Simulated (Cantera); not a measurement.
A Cantera script and what it prints.

```python
import numpy as np
import cantera as ct

gas_names = """
    C CH CH2 CH3 CH2OH CH3O CH4 CH3OH CO CO2 COOH C2 C2H CHCO,ketyl C2H2,acetylene C2H2,vinylidene
    CH2CO,ketene C2H3,vinyl CH3CO,acetyl C2H4 C2H4O,ethylen CH3CHO,ethanal CH3COOH (HCOOH)2 C2H5 C2H6
    CH3OCH3 C2H5OH C2O C3 C3H3,propargyl C3H4,allene C3H4,propyne C3H4,cyclo- C3H5,allyl C3H6,propylene
    C3H6,cyclo- C3H6O C3H7,n-propyl C3H7,i-propyl C3H8 C3H8O,1propanol C3H8O,2propanol C3O2 C4 C4H2
    C4H4,1,3-cyclo- C4H6,butadiene C4H6,2-butyne C4H6,cyclo- C4H8,1-butene C4H8,cis2-buten
    C4H8,tr2-butene C4H8,isobutene C4H8,cyclo- (CH3COOH)2 C4H9,n-butyl C4H9,i-butyl C4H9,s-butyl
    C4H9,t-butyl C4H10,isobutane C4H10,n-butane C5 C5H6,1,3cyclo- C5H8,cyclo- C5H10,1-pentene
    C5H10,cyclo- C5H11,pentyl C5H11,t-pentyl C5H12,n-pentane C5H12,i-pentane CH3C(CH3)2CH3 C6H2
    C6H5,phenyl C6H5O,phenoxy C6H6 C6H5OH,phenol C6H10,cyclo- C6H12,1-hexene C6H12,cyclo- C6H13,n-hexyl
    C7H7,benzyl C7H8 C7H8O,cresol C7H14,1-heptene C7H15,n-heptyl C7H16,n-heptane C8H8,styrene
    C8H10,ethylbenz C8H16,1-octene C8H17,n-octyl C8H18,isooctane C8H18,n-octane C9H19,n-nonyl
    C10H8,naphthale C10H21,n-decyl C12H9,o-bipheny C12H10,bipheny H HCO HO2 H2 HCHO,formaldehy HCOOH H2O
    H2O2 O OH O2 O3
""".split()
cond_names = """
    C(gr) C6H6(L) C7H8(L) C8H18(L),n-octa H2O(s) H2O(L)
""".split()


def load(file, names, dense=False):
    # The tables refer to 1 bar. Condensed volumes are neglected.
    table = {s.name: s for s in ct.Species.list_from_file(file)}
    out = []
    for n in names:
        d = dict(table[n].input_data)
        d["thermo"] = dict(d["thermo"], **{"reference-pressure": 1e5})
        if dense:
            d["equation-of-state"] = {"model": "constant-volume", "density": "1e6 g/cm^3"}
        out.append(ct.Species.from_dict(d))
    return out


gas = ct.Solution(thermo="ideal-gas", species=load("nasa_gas.yaml", gas_names))
cond = {s.name: ct.Solution(thermo="fixed-stoichiometry", species=[s], name=s.name)
        for s in load("nasa_condensed.yaml", cond_names, dense=True)}
atoms = {
    'CH3OH': {'C': 1, 'H': 4, 'O': 1},
    'H2O': {'H': 2, 'O': 1},
    'H2': {'H': 2},
}
top_T = {'C(gr)': 4500}  # K; cautious upper limits of use, not melting points


def equilibrate(T, P, feed):
    n = {}
    for name, mol in feed.items():
        for a, k in atoms[name].items():
            n[a] = n.get(a, 0.0) + k * mol
    gas.TPX = T, P, n
    mass = sum(n.values()) * gas.mean_molecular_weight
    gas.equilibrate("TP")
    valid = [c for c in cond.values() if c.min_temp <= T <= top_T.get(c.name, c.max_temp)]
    mix = ct.Mixture([(gas, mass / gas.mean_molecular_weight)] + [(c, 0.0) for c in valid])
    mix.T, mix.P = T, P
    mix.equilibrate("TP", solver="vcs", rtol=1e-11, max_steps=5000)
    return mix


results = []
feed = {'CH3OH': 1, 'H2O': 0.64, 'H2': 7.8}  # mol
P = 1333.22  # Pa
for T in [2123, 2173, 2223, 2273, 2323, 2373, 2423, 2473, 2523, 2573]:
    mix = equilibrate(T, P, feed)
    results.append((T, P, feed, dict(zip(mix.species_names, mix.species_moles))))

top = {s: max(r[3][s] / sum(r[3][g] for g in gas_names) for r in results) for s in gas_names}
cols = sorted((s for s in top if top[s] > 1e-06), key=lambda s: -top[s])[:7]
seen = [c for c in cond_names if any(r[3].get(c, 0) > 1e-12 for r in results)]
print("log10 of partial pressures in bar; condensed amounts in mol")
print(f"{'T/K':>10s}" + "".join(f"{s[:9]:>10s}" for s in cols + seen))
for T, P, feed, n in results:
    ng = sum(n[g] for g in gas_names)
    print(f"{T:10.4g}" + "".join(f"{np.log10(max(n[s] / ng * P / 1e5, 1e-99)):10.3f}" for s in cols)
          + "".join(f"{n.get(c, 0):10.4g}" for c in seen))
```

Output:

```
log10 of partial pressures in bar; condensed amounts in mol
       T/K        H2         H        CO       H2O        OH       CO2         O
      2123    -1.955    -3.423    -2.945    -3.144    -5.520    -4.835    -7.136
      2173    -1.960    -3.296    -2.947    -3.147    -5.357    -4.850    -6.847
      2223    -1.966    -3.176    -2.950    -3.151    -5.202    -4.864    -6.571
      2273    -1.973    -3.062    -2.953    -3.156    -5.054    -4.877    -6.306
      2323    -1.983    -2.954    -2.957    -3.162    -4.913    -4.891    -6.052
      2373    -1.994    -2.852    -2.962    -3.171    -4.779    -4.904    -5.809
      2423    -2.009    -2.756    -2.968    -3.181    -4.652    -4.918    -5.574
      2473    -2.026    -2.665    -2.976    -3.195    -4.531    -4.932    -5.350
      2523    -2.046    -2.579    -2.984    -3.212    -4.417    -4.947    -5.134
      2573    -2.071    -2.499    -2.994    -3.234    -4.311    -4.964    -4.927
```

Cantera equilibrium calculation (NASA polynomials, part measured and part estimated; ideal gas, pure solids and liquids).
